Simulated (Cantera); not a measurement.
Input: 1 mol AlI3, 40 mol N2O, a varied amount of N2, at 1400 K and 10.0 Torr.

Method: chemical equilibrium by Gibbs-energy minimisation in Cantera with the NASA 1993 tables (ideal gas, pure condensed phases). Candidate condensed phases: Al, AlI3, AlN, Al2O3, I2; 21 gas species. Equilibrium is a limit: real reactors are often held back by kinetics, nucleation or transport.

log p: log10 of the partial pressure in bar; n: condensed amount in mol.

```
n(N2) (mol)  log p N2  log p O2  log p I  log p NO  n Al2O3(s)
-----------  --------  --------  -------  --------  ----------
4.3             -2.05     -2.41    -3.22     -4.98       0.500
10              -2.04     -2.45    -3.26     -4.99       0.500
25              -2.00         ?        ?     -5.02       0.500
60              -1.96     -2.68    -3.49     -5.07       0.500
140             -1.93     -2.90    -3.70     -5.16       0.500
340             -1.90         ?        ?         ?       0.500
830             -1.89     -3.54    -4.35     -5.46       0.500
```

Problem. Fill in the missing entries.

Solution. 
- 340, log p O2: -3.20
- 340, log p I: -4.00
- 340, log p NO: -5.30
- 25, log p O2: -2.53
- 25, log p I: -3.34
